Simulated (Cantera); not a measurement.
Abatement and gas-phase synthesis: PH₃ + H₂

Input: 1 mol PH₃, 1.9 mol H₂, equilibrated at 552 °C.

These are equilibrium values from Cantera (NASA tables, ideal gas, pure condensed phases), not measurements of a reactor. Candidate condensed phases: P; 7 gas species. The ideal-gas law is rough above about 30 bar. Kinetics and transport are ignored.

```
P (Pa)     x H₂    x P₄     x PH₃      x P₂
--------  -----  ------  --------  --------
10        0.924  0.0603   9.03e-7    0.0153
84        0.929  0.0656   4.58e-6   0.00549
710       0.931  0.0675   2.29e-5   0.00191
6000      0.931  0.0681  0.000114  0.000662
50000     0.931  0.0683  0.000560  0.000230
420000    0.929  0.0679   0.00275   7.90e-5
3600000   0.921  0.0658    0.0135   2.66e-5
30000000  0.884  0.0566    0.0599   8.53e-6
```
x: gas mole fraction; nothing condenses.

From 10.0 Pa to 300 bar nothing is condensed. The main P-bearing gas is P₄ throughout.
